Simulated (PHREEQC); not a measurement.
Dissolve 0.029 mol/kgw NH4Cl and 1.2e-05 mol/kgw Na2B4O7 at 25 °C. Closed to the air; pH follows from the charge balance.

Equilibrium calculation in PHREEQC: ion-association model, phreeqc.dat.

| quantity | before | after |
|---|---|---|
| pH | 6.25 | 6.24 |
| ionic strength (mol/kgw) | 0.0290 | 0.0481 |
| H2BO3- (mol/kgw) | 5.82e-8 | 5.83e-8 |

Q: Which change was made?
A) 0.0065 mol/kgw FeCl2 added
B) NH4Cl from 0.029 to 0.0435 mol/kgw
C) NH4Cl left out
D) diluted 100-fold with water
E) Na2B4O7 from 1.2e-05 to 1.32e-05 mol/kgw

A: A, 0.0065 mol/kgw FeCl2 added

Precipitation was switched off in this run.
